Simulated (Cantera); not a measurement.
A closed system holds: 1 mol B2O3, 0.85 mol H2O, 12 mol N2, at 0.100 bar.

Cantera equilibrium calculation (NASA polynomials, part measured and part estimated; ideal gas, pure solids and liquids). Candidate condensed phases: B, BN, B2O3, B3O3H3, H2O; 39 gas species. Gases not in the tables: H3BO3. Rates play no part.

log p: log10 of the partial pressure in bar; n: condensed amount in mol.

| T (°C) | log p N2 | log p HBO2 | log p H2O | log p B2O3 | log p BO2 | log p H2 | log p OH | n B2O3(l) |
|---|---|---|---|---|---|---|---|---|
| 625 | -1.03 | -6.71 | -2.18 | <-13 | <-13 | -9.02 | -10.67 | 0.995 |
| 725 | -1.03 | -5.69 | -2.18 | -11.52 | -12.87 | -8.05 | -9.49 | 0.997 |
| 825 | -1.03 | -4.86 | -2.18 | -9.63 | -11.08 | -7.26 | -8.52 | 0.997 |
| 925 | -1.03 | (withheld) | -2.18 | (withheld) | (withheld) | (withheld) | (withheld) | 0.995 |
| 1025 | -1.03 | -3.62 | -2.19 | -6.75 | -8.36 | -6.04 | -7.03 | 0.984 |
| 1125 | -1.03 | -3.14 | -2.21 | -5.64 | -7.29 | -5.56 | -6.45 | 0.953 |
| 1225 | -1.03 | -2.75 | -2.25 | -4.68 | -6.38 | -5.17 | -5.98 | 0.881 |
| 1325 | -1.04 | -2.43 | -2.34 | -3.85 | -5.60 | -4.85 | -5.60 | 0.738 |
| 1425 | -1.05 | -2.20 | -2.50 | -3.12 | -4.94 | -4.60 | -5.33 | 0.474 |
| 1525 | -1.06 | -2.07 | -2.74 | -2.53 | -4.42 | -4.40 | -5.17 | 0 |
| 1625 | -1.06 | -2.09 | -2.71 | -2.51 | (withheld) | (withheld) | (withheld) | 0 |
| 1725 | -1.06 | -2.10 | -2.69 | -2.50 | -3.88 | -3.88 | -4.55 | 0 |
| 1825 | -1.06 | -2.12 | -2.68 | -2.48 | -3.64 | -3.67 | -4.28 | 0 |

### Question
Some entries are withheld; supply them.

### Answer

- 925, log p HBO2: -4.18
- 925, log p B2O3: -8.06
- 925, log p BO2: -9.60
- 925, log p H2: -6.59
- 925, log p OH: -7.71
- 1625, log p BO2: -4.13
- 1625, log p H2: -4.13
- 1625, log p OH: -4.84
